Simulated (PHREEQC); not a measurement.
Solution (45 °C): 0.0046 mol Na2S, 3.7e-05 mol NaHCO3 and 0.0075 mol MnCl2 per kg of water. Closed to the air; pH follows from the charge balance.

Computed with PHREEQC (ion-association model, wateq4f.dat).

### Question
The ionic strength comes out as 0.0237 mol/kgw. What activity coefficients do HS-, Cl-, MnCl+, OH-, Mn+2 get?

### Answer
HS- 0.85, Cl- 0.85, MnCl+ 0.86, OH- 0.85, Mn+2 0.56.

No solid was allowed to form. The solution is supersaturated, for example in MnS(Green), Rhodochrosite, so a real one may precipitate; this is no full list. Complexes and solids missing from the database can't appear. At this temperature some constants are extrapolated from 25 °C, and those without enthalpy data are left unchanged. The polysulfide entries of wateq4f.dat were taken out for this run.
